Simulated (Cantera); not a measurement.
Input: 1 mol Si2H6, a varied amount of N2O, 75 mol N2, 0.11 mol O3, equilibrated at 1752 °C and 89000 Pa.

Method: chemical equilibrium by Gibbs-energy minimisation in Cantera with the NASA 1993 tables (ideal gas, pure condensed phases). Candidate condensed phases: H2O, Si, SiO2, Si2N2O, Si3N4; 35 gas species. The feed counts by its element totals alone. The tables hold silica as quartz up to 1696 K and as liquid above; real silica turns to tridymite and cristobalite and melts near 1996 K. Gases not in the tables: Si(OH)4. Rates play no part.

**Question.** At 9.8 mol N2O, list the 5 most abundant gas species with their mole fractions, and the condensed phases.

**Answer.** N2 0.947, H2O 0.0331, O2 0.0161, NO 0.00249, OH 0.000720. Condensed: SiO2(l).
